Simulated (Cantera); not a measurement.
Input: 1 mol SiH₄, a varied amount of N₂O, equilibrated at 773 K and 0.0133 bar.

These are equilibrium values from Cantera (NASA tables, ideal gas, pure condensed phases), not measurements of a reactor. Candidate condensed phases: H₂O, Si, SiO₂, Si₂N₂O, Si₃N₄; 35 gas species. Kinetics and transport are ignored.

### Question
At 1.6 mol N₂O, list the 3 most abundant gas species with their mole fractions, and the condensed phases.

### Answer
H₂ 0.577, N₂ 0.423, NH₃ 1.51e-5. Condensed: SiO₂(α-quartz) + Si₂N₂O(s).
